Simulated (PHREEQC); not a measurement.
Solution (20 °C): 0.05 mol ZnSO4 and 0.00046 mol NaCl per kg of water. Closed to the air; pH follows from the charge balance.

Equilibrium calculation in PHREEQC: ion-association model, phreeqc.dat.

Task: The ionic strength comes out as 0.110 mol/kgw. What activity coefficients do ZnOH+, SO4-2, ZnCl+, Zn(SO4)2-2, Na+ get?

Result: ZnOH+ 0.78, SO4-2 0.36, ZnCl+ 0.76, Zn(SO4)2-2 0.37, Na+ 0.78.

This is a speciation only: nothing precipitates in the calculation.
